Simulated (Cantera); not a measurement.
Diamond growth

A diamond (100) surface in a fixed gas of H2 with x(CH4) = 0.01, x(H) = 0.0012, x(CH3) = 8.7e-05, 0.0170 bar; coverages are run to steady state.

Model: the Harris–Goodwin 1993 mechanism for the reconstructed diamond (100) surface, integrated in Cantera.

| T (K) | growth (µm/h) | θ c6HH | θ c6H* | θ c6*H | θ c6** | θ c6HM |
|---|---|---|---|---|---|---|
| 925 | 0.467 | 0.629 | 0.0115 | 0.295 | 0.00489 | 0.0476 |
| 1000 | 0.506 | 0.579 | 0.0176 | 0.360 | 0.00871 | 0.0253 |
| 1075 | 0.299 | 0.533 | 0.0248 | 0.417 | 0.0138 | 0.00753 |
| 1150 | 0.151 | 0.486 | 0.0324 | 0.459 | 0.0197 | 0.00150 |
| 1225 | 0.123 | 0.447 | 0.0399 | 0.486 | 0.0255 | 0.000289 |
| 1300 | 0.115 | 0.418 | 0.0471 | 0.503 | 0.0308 | 5.74e-5 |
| 1375 | 0.0663 | 0.399 | 0.0539 | 0.512 | 0.0351 | 1.19e-5 |
θ: site fractions in the mechanism's names (c6HH fully hydrogenated, c6H* and c6*H radical sites, c6** diradical, c6HM methylated).
